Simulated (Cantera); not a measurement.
Equilibrium for silicon oxide and oxynitride deposition: SiF4 + NO + H2

A closed system holds: 1 mol SiF4, 25 mol NO, 74 mol H2, held at 575 °C and 668 Torr.

Method: chemical equilibrium by Gibbs-energy minimisation in Cantera with the NASA 1993 tables (ideal gas, pure condensed phases). Candidate condensed phases: H2O, Si, SiO2, Si2N2O, Si3N4; 58 gas species. Rates play no part.

```yaml
x(H2): 0.554
x(H2O): 0.263
x(N2): 0.141
x(HF): 0.0395
x(SiF4): 0.00145
x(NH3): 0.000261
n(SiO2(β-quartz)): 0.872 mol
gas_amount: 88.35 mol
log10 activity of Si(s) (absent): -21.23
```
